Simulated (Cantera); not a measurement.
## Premixed flame

A freely propagating, adiabatic, planar premixed flame of CH3OH : O2 : N2 = 1 : 1.79 : 4.64 (molar parts), equivalence ratio 0.84, unburnt at 400 K and 2.10 bar; mixture-averaged transport, grid criteria slope 0.08 and curve 0.16, no radiation.

Detailed kinetics in Cantera: GRI-Mech 3.0 (53 species, 325 reactions). GRI-Mech 3.0 was tuned for natural gas; its chemistry of methanol as a main component is partial and can be far from experiment. Burning velocities carry a grid error of a few per cent, more on coarse grids.

| z (mm) | T (K) | u (m/s) | x CH3OH | x O2 | x H2 | x CO | x HCO | x CH2O |
|---|---|---|---|---|---|---|---|---|
| -0.424 | 400 | 0.719 | 0.134 | 0.241 | 0.00108 | 4.89e-6 | <1e-8 | 2.20e-7 |
| -0.282 | 402 | 0.724 | 0.134 | 0.240 | 0.00323 | 6.72e-5 | <1e-8 | 4.36e-6 |
| -0.212 | 410 | 0.741 | 0.133 | 0.239 | 0.00594 | 0.000357 | <1e-8 | 3.11e-5 |
| -0.141 | 475 | 0.867 | 0.129 | 0.231 | 0.0113 | 0.00283 | <1e-8 | 0.000385 |
| -0.0706 | 874 | 1.65 | 0.0971 | 0.193 | 0.0197 | 0.0207 | 2.02e-8 | 0.00427 |
| -0.0353 | 1302 | 2.54 | 0.0532 | 0.151 | 0.0240 | 0.0435 | 1.08e-5 | 0.00959 |
| 0 | 1755 | 3.52 | 0.00680 | 0.104 | 0.0240 | 0.0687 | 0.000212 | 0.00604 |
| 0.0353 | 1923 | 3.86 | 4.48e-5 | 0.0759 | 0.0155 | 0.0612 | 1.82e-5 | 0.000153 |
| 0.0706 | 1998 | 3.99 | 1.14e-7 | 0.0628 | 0.0116 | 0.0468 | 2.88e-7 | 1.02e-6 |
| 0.141 | 2103 | 4.16 | <1e-8 | 0.0535 | 0.0100 | 0.0315 | 6.62e-8 | <1e-8 |
| 0.282 | 2220 | 4.35 | <1e-8 | 0.0477 | 0.00816 | 0.0218 | 2.60e-8 | <1e-8 |
| 0.565 | 2322 | 4.52 | <1e-8 | 0.0435 | 0.00567 | 0.0156 | <1e-8 | <1e-8 |
| 1.13 | 2387 | 4.63 | <1e-8 | 0.0408 | 0.00393 | 0.0112 | <1e-8 | <1e-8 |
x: mole fraction of selected species; z is measured from the peak of heat release.

```yaml
laminar_burning_velocity: 71.8 cm/s
thermal_thickness: 0.141 mm
peak x(H2): 0.0253
peak x(CO): 0.0699
peak x(HCO): 0.000213
peak x(CH2O): 0.0107
```
